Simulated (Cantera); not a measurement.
Input (Python, Cantera) and output of one run.

```python
import numpy as np
import cantera as ct

gas_names = """
    Electron N N+ N- NO NO+ NO2 NO2- NO3 NO3- N2 N2+ N2- N2O N2O+ O O+ O- O2 O2+ O2- O3 S S+ S- SN SO
    SO2 SO3 S2 S2O S8
""".split()
cond_names = """
    S(cr1) S(cr2) S(L)
""".split()


# ... load() reads the species with a 1 bar reference pressure and builds the phases ...
atoms = {
    'N2O': {'N': 2, 'O': 1},
    'SO2': {'S': 1, 'O': 2},
    'N2': {'N': 2},
}
top_T = {}  # K; cautious upper limits of use, not melting points


# ... equilibrate(T, P, feed) seeds the gas with the atoms and calls Mixture.equilibrate('TP', solver="vcs", rtol=1e-11, max_steps=5000) ...
results = []
feed = {'N2O': 1, 'SO2': 0.0054, 'N2': 8.8}  # mol
P = 190  # Pa
for T in [3000, 3500, 4000, 4500, 5000]:
    mix = equilibrate(T, P, feed)
    results.append((T, P, feed, dict(zip(mix.species_names, mix.species_moles))))

top = {s: max(r[3][s] / sum(r[3][g] for g in gas_names) for r in results) for s in gas_names}
cols = sorted((s for s in top if top[s] > 1e-05), key=lambda s: -top[s])[:6]
seen = [c for c in cond_names if any(r[3].get(c, 0) > 1e-12 for r in results)]
print("log10 of partial pressures in bar; condensed amounts in mol")
print(f"{'T/K':>10s}" + "".join(f"{s[:9]:>10s}" for s in cols + seen))
for T, P, feed, n in results:
    ng = sum(n[g] for g in gas_names)
    print(f"{T:10.4g}" + "".join(f"{np.log10(max(n[s] / ng * P / 1e5, 1e-99)):10.3f}" for s in cols)
          + "".join(f"{n.get(c, 0):10.4g}" for c in seen))
```

Result:

```
log10 of partial pressures in bar; condensed amounts in mol
       T/K        N2         N         O        NO        O2         S
      3000    -2.764    -6.238    -3.779    -5.145    -5.665    -6.069
      3500    -2.766    -5.038    -3.759    -5.540    -6.904    -6.026
      4000    -2.782    -4.142    -3.762    -5.863    -7.870    -6.032
      4500    -2.854    -3.473    -3.793    -6.174    -8.678    -6.069
      5000    -3.087    -3.023    -3.877    -6.571    -9.444    -6.186
```

Method: chemical equilibrium by Gibbs-energy minimisation in Cantera with the NASA 1993 tables (ideal gas, pure condensed phases).
